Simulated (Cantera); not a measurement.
A closed system holds: 1 mol CO₂, 0.17 mol H₂O, 3.1 mol N₂, at 2500 °C and 9400000 Pa.

These are equilibrium values from Cantera (NASA tables, ideal gas, pure condensed phases), not measurements of a reactor. Candidate condensed phases: C, C₆H₆, C₇H₈, C₈H₁₈, H₂O; 136 gas species. The ideal-gas law is rough above about 30 bar. Kinetics and transport are ignored.

Base state: N₂ 0.711, CO₂ 0.202, H₂O 0.0369, CO 0.0283, O₂ 0.00994, NO 0.00732, OH 0.00284, H₂ 0.000749 (mole fractions); condensed: gas only.

**Question.** What changes in the equilibrium state with this change: temperature from 2500 °C to 377 °C?

**Answer.** 
```
species   before   after
-------  -------  ------
N₂         0.711   0.726
CO₂        0.202   0.234
H₂O       0.0369  0.0398
CO        0.0283   <1e-9
O₂       0.00994   <1e-9
NO       0.00732   <1e-9
```
